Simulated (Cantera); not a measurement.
Feed: 1 mol SiH2Cl2, a varied amount of N2, held at 1623 K and 1.10 mbar.

Cantera equilibrium calculation (NASA polynomials, part measured and part estimated; ideal gas, pure solids and liquids). Candidate condensed phases: NH4Cl, Si, Si3N4; 28 gas species. The numbers say what is thermodynamically allowed, not how fast it happens.

Task: Which condensed phases are stable at each of these points (n(N2) (mol)): 0.24, 0.32, 0.43, 0.57, 0.76, 1, 1.3, 1.8?

Result: 
| n(N2) (mol) | condensed phases | Si condensed (%) |
|---|---|---|
| 0.24 | Si(s) | 21.4 |
| 0.32 | Si(s) | 21.4 |
| 0.43 | Si(s) | 21.4 |
| 0.57 | Si(s) | 21.4 |
| 0.76 | Si(s) | 21.4 |
| 1 | Si(s) | 21.3 |
| 1.3 | Si(s) | 21.3 |
| 1.8 | Si3N4(s) | 22.0 |

From 0.24 mol N2 to 1.3 mol N2 the condensed part is Si(s). At 1.8 mol N2 the condensed part is Si3N4(s).
